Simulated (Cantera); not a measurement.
## Thermodynamics of hydrogen reduction and annealing atmospheres, feed CuO + H2 + N2

Feed: 1 mol CuO, 1700 mol H2, 16 mol N2, equilibrated at 13.3 mbar.

Cantera equilibrium calculation (NASA polynomials, part measured and part estimated; ideal gas, pure solids and liquids). Candidate condensed phases: Cu, CuO, Cu(OH)2, Cu2O, H2O; 27 gas species. Kinetics and transport are ignored.

From 1375 K to 1475 K the condensed part is Cu(l). From 1525 K to 1725 K nothing is condensed. The main Cu-bearing gas is Cu throughout.

```json
[
 {"T (K)": "1375", "x H2": "0.990", "x N2": "0.00932", "x H": "2.95e-5", "x H2O": "0.000583", "x Cu": "6.17e-5", "x Cu2": "9.95e-9", "n Cu(l)": "0.894"},
 {"T (K)": "1425", "x H2": "0.990", "x N2": "0.00932", "x H": "5.88e-5", "x H2O": "0.000583", "x Cu": "0.000163", "x Cu2": "3.82e-8", "n Cu(l)": "0.720"},
 {"T (K)": "1475", "x H2": "0.990", "x N2": "0.00932", "x H": "0.000112", "x H2O": "0.000582", "x Cu": "0.000402", "x Cu2": "1.34e-7", "n Cu(l)": "0.309"},
 {"T (K)": "1525", "x H2": "0.989", "x N2": "0.00932", "x H": "0.000204", "x H2O": "0.000582", "x Cu": "0.000582", "x Cu2": "1.67e-7", "n Cu(l)": "0"},
 {"T (K)": "1575", "x H2": "0.989", "x N2": "0.00932", "x H": "0.000358", "x H2O": "0.000582", "x Cu": "0.000582", "x Cu2": "1.03e-7", "n Cu(l)": "0"},
 {"T (K)": "1625", "x H2": "0.989", "x N2": "0.00932", "x H": "0.000608", "x H2O": "0.000582", "x Cu": "0.000582", "x Cu2": "6.49e-8", "n Cu(l)": "0"},
 {"T (K)": "1675", "x H2": "0.989", "x N2": "0.00931", "x H": "0.001000", "x H2O": "0.000582", "x Cu": "0.000582", "x Cu2": "4.22e-8", "n Cu(l)": "0"},
 {"T (K)": "1725", "x H2": "0.988", "x N2": "0.00931", "x H": "0.00160", "x H2O": "0.000582", "x Cu": "0.000582", "x Cu2": "2.82e-8", "n Cu(l)": "0"}
]
```
x: gas mole fraction; n: condensed amount in mol.
